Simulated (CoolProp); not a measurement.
Fluorine at several states: fugacity coefficient from the reference equation and from simpler models built on Tc = 144.4 K, pc = 5240 kPa, ω = 0.045; each cubic takes its own stable root.

Computed with CoolProp (reference Helmholtz-energy equation of state, de Reuck 1990).

```tsv
T (K)	p (kPa)	phase	reference
146.8	7650	supercritical	0.5295
212.2	20000	supercritical	0.7289
242.3	11400	supercritical	0.8906
```

Q: How far does each simpler model (van der Waals, Redlich-Kwong, Soave-Redlich-Kwong, Peng-Robinson) lie from the reference over these 3 states: mean and median of the absolute difference, and the worst?

A: 
- van der Waals: mean 5.6 %, median 5.3 %, worst -7.1 % at 212.2 K and 20000 kPa
- Redlich-Kwong: mean 1.2 %, median 1.2 %, worst -1.7 % at 212.2 K and 20000 kPa
- Soave-Redlich-Kwong: mean 1.3 %, median 1.2 %, worst +2.0 % at 212.2 K and 20000 kPa
- Peng-Robinson: mean 3.8 %, median 3.7 %, worst -5.0 % at 212.2 K and 20000 kPa
